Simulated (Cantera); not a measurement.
SiH₂Cl₂ + N₂ (silicon epitaxy and polysilicon growth)

Feed: 1 mol SiH₂Cl₂, a varied amount of N₂, at 1248.15 K and 1430 Torr.

Cantera equilibrium calculation (NASA polynomials, part measured and part estimated; ideal gas, pure solids and liquids). Candidate condensed phases: NH₄Cl, Si, Si₃N₄; 28 gas species. N₂ is the only nitrogen source here; it is nearly inert below about 1500 K, so the nitride shown seldom forms there in practice. The tables' values for SiCl₃ are old estimates; treat these amounts as uncertain. Rates play no part.

```json
[
 {"n(N₂) (mol)": "9.9", "x N₂": "0.839", "x HCl": "0.106", "x H₂": "0.0366", "x SiCl₄": "0.0180", "x SiHCl₃": "0.000220", "n Si₃N₄(s)": "0.265"},
 {"n(N₂) (mol)": "30", "x N₂": "0.941", "x HCl": "0.0427", "x H₂": "0.0106", "x SiCl₄": "0.00523", "x SiHCl₃": "4.59e-5", "n Si₃N₄(s)": "0.278"},
 {"n(N₂) (mol)": "51", "x N₂": "0.965", "x HCl": "0.0268", "x H₂": "0.00570", "x SiCl₄": "0.00280", "x SiHCl₃": "2.10e-5", "n Si₃N₄(s)": "0.283"},
 {"n(N₂) (mol)": "72", "x N₂": "0.975", "x HCl": "0.0197", "x H₂": "0.00377", "x SiCl₄": "0.00185", "x SiHCl₃": "1.25e-5", "n Si₃N₄(s)": "0.287"},
 {"n(N₂) (mol)": "92", "x N₂": "0.980", "x HCl": "0.0158", "x H₂": "0.00281", "x SiCl₄": "0.00138", "x SiHCl₃": "8.62e-6", "n Si₃N₄(s)": "0.289"},
 {"n(N₂) (mol)": "110", "x N₂": "0.983", "x HCl": "0.0134", "x H₂": "0.00226", "x SiCl₄": "0.00111", "x SiHCl₃": "6.56e-6", "n Si₃N₄(s)": "0.291"},
 {"n(N₂) (mol)": "130", "x N₂": "0.986", "x HCl": "0.0115", "x H₂": "0.00184", "x SiCl₄": "0.000903", "x SiHCl₃": "5.08e-6", "n Si₃N₄(s)": "0.293"},
 {"n(N₂) (mol)": "150", "x N₂": "0.988", "x HCl": "0.0101", "x H₂": "0.00155", "x SiCl₄": "0.000757", "x SiHCl₃": "4.08e-6", "n Si₃N₄(s)": "0.294"},
 {"n(N₂) (mol)": "170", "x N₂": "0.989", "x HCl": "0.00902", "x H₂": "0.00133", "x SiCl₄": "0.000649", "x SiHCl₃": "3.36e-6", "n Si₃N₄(s)": "0.295"},
 {"n(N₂) (mol)": "200", "x N₂": "0.991", "x HCl": "0.00776", "x H₂": "0.00109", "x SiCl₄": "0.000531", "x SiHCl₃": "2.62e-6", "n Si₃N₄(s)": "0.297"}
]
```
x: gas mole fraction; n: condensed amount in mol.

From 9.9 mol N₂ to 200 mol N₂ the condensed part is Si₃N₄(s). The main Si-bearing gas is SiCl₄ throughout. The share of Si in condensed phases is highest at 200 mol N₂ (89.0 %) and lowest at 9.9 mol N₂ (79.4 %).
